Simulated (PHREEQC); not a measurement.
A column of 0.2 m (40 cells, dispersivity 0.007 m, 60 s a shift, diffusion coefficient 3e-10 m²/s) holds 0.15 eq of the database's cation exchanger X per kg of pore water, first in equilibrium with 0.002 mol CdCl2 and 1e-05 mol HCl per kg of water. It is flushed with 0.035 mol/kgw BaCl2, 0.014 mol/kgw LiCl, 0.0028 mol/kgw KCl and 1e-05 mol/kgw HCl, at 25 °C. Values are for the last cell. The system is closed to CO2. Nothing may precipitate in this run.

Computed with PHREEQC (ion-association model, phreeqc.dat).

Predict Cd in solution (mol/kgw) at pore volumes = 3.013, 4.013, 5.412, 5.612.


```tsv
pore volumes	Cd in solution (mol/kgw)
3.013	0.0158
4.013	5.98e-5
5.412	5.16e-8
5.612	1.93e-8
```
